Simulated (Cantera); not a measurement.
BN + HF + H2 (nitride etching)

Input: 1 mol BN, a varied amount of HF, 0.6 mol H2, equilibrated at 877 °C and 0.133 bar.

Cantera equilibrium calculation (NASA polynomials, part measured and part estimated; ideal gas, pure solids and liquids). Candidate condensed phases: B, BN; 31 gas species. Equilibrium is a limit: real reactors are often held back by kinetics, nucleation or transport.

| n(HF) (mol) | x HF | x H2 | x BF3 | x N2 | x BHF2 | x H2F2 | x NH3 |
|---|---|---|---|---|---|---|---|
| 5.1 | 0.368 | 0.368 | 0.175 | 0.0877 | 6.75e-6 | 4.54e-7 | 2.15e-6 |
| 8.6 | 0.609 | 0.228 | 0.109 | 0.0543 | 1.57e-6 | 1.24e-6 | 8.26e-7 |
| 12 | 0.714 | 0.167 | 0.0794 | 0.0397 | 7.12e-7 | 1.71e-6 | 4.41e-7 |
| 16 | 0.783 | 0.127 | 0.0602 | 0.0301 | 3.74e-7 | 2.05e-6 | 2.54e-7 |
| 19 | 0.816 | 0.107 | 0.0510 | 0.0255 | 2.58e-7 | 2.23e-6 | 1.82e-7 |
| 23 | 0.847 | 0.0890 | 0.0424 | 0.0212 | 1.71e-7 | 2.40e-6 | 1.26e-7 |
| 26 | 0.865 | 0.0789 | 0.0376 | 0.0188 | 1.32e-7 | 2.50e-6 | 9.89e-8 |
| 30 | 0.882 | 0.0686 | 0.0327 | 0.0163 | 9.78e-8 | 2.60e-6 | 7.47e-8 |
| 33 | 0.893 | 0.0625 | 0.0298 | 0.0149 | 8.01e-8 | 2.67e-6 | 6.20e-8 |
| 37 | 0.904 | 0.0559 | 0.0266 | 0.0133 | 6.32e-8 | 2.74e-6 | 4.95e-8 |
| 41 | 0.913 | 0.0505 | 0.0240 | 0.0120 | 5.11e-8 | 2.79e-6 | 4.04e-8 |
x: gas mole fraction; nothing condenses.

From 5.1 mol HF to 41 mol HF nothing is condensed. The main B-bearing gas is BF3 throughout.
